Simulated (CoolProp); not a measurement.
A closed Brayton cycle with carbon dioxide: compressor inlet 323.15 K and 8.4 MPa, high pressure 24.4 MPa, turbine inlet 805 K, compressor efficiency 0.89, turbine efficiency 0.9, recuperator effectiveness 0.9 (on enthalpy, no pinch check). Each further row changes one setting.

Computed with CoolProp (reference Helmholtz-energy equation of state, Span 1996).

| case | thermal efficiency (%) | net work (kJ/kg) | compressor to turbine work | compressor exit (K) | turbine exit (K) |
|---|---|---|---|---|---|
| as stated | 33.7 | 84.0 | 0.38 | 408.6 | 679.8 |
| turbine inlet 755 K | 31.7 | 74.2 | 0.41 | 408.6 | 634.3 |
| compressor inlet 333.15 K | 32.4 | 76.9 | 0.43 | 426.0 | 679.8 |
| high pressure 20.7 MPa | 32.7 | 74.2 | 0.36 | 395.1 | 698.5 |
| recuperator effectiveness 0.5 | 22.4 | 84.0 | 0.38 | 408.6 | 679.8 |
